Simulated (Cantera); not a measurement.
Input: 1 mol Si2Cl6, 0.34 mol Cl2, 14 mol N2, equilibrated at 120000 Pa.

Equilibrium computed with Cantera from the NASA thermochemical tables; the gas is ideal and each condensed phase is pure. Candidate condensed phases: Si, Si3N4; 13 gas species. The feed counts by its element totals alone. N2 is the only nitrogen source here; it is nearly inert below about 1500 K, so the nitride shown seldom forms there in practice. The tables' values for SiCl3 are old estimates; treat these amounts as uncertain. The numbers say what is thermodynamically allowed, not how fast it happens. All values below are at 1125 K.

Base state: N2 0.892, SiCl4 0.108, SiCl3 0.000148 (mole fractions); condensed: Si3N4(s).

Question: What changes in the equilibrium state with this change: Si2Cl6 replaced by SiH2Cl2?

Answer: 
| species | before | after |
|---|---|---|
| N2 | 0.892 | 0.872 |
| HCl | 0 | 0.0836 |
| H2 | 0 | 0.0224 |
| SiCl4 | 0.108 | 0.0220 |
| SiHCl3 | 0 | 0.000102 |
| SiCl3 | 0.000148 | 4.53e-5 |
| Si3N4(s), mol | 0.110 | 0.218 |
Further candidate phases: NH4Cl.
